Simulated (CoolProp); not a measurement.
Vapour-liquid equilibrium of R134a (1) + R236FA (2) at 198.4 K; x and y are mole fractions of (1).

The numbers come from the multi-fluid Helmholtz-energy mixture model, Tillner-Roth 1994 and Pan 2012; pair parameters Bell 2016 in CoolProp.

### Question
Give the bubble pressure and the first vapour's composition at x = 0.2, 0.5, 0.8. Is there an azeotrope?

### Answer
x = 0.2: 0.02015 bar, y = 0.558; x = 0.5: 0.03346 bar, y = 0.833; x = 0.8: 0.04685 bar, y = 0.952. No azeotrope shows between x = 0.05 and 0.95.

Pair parameters are fitted to limited data, so mixtures are less certain than the pure fluids.
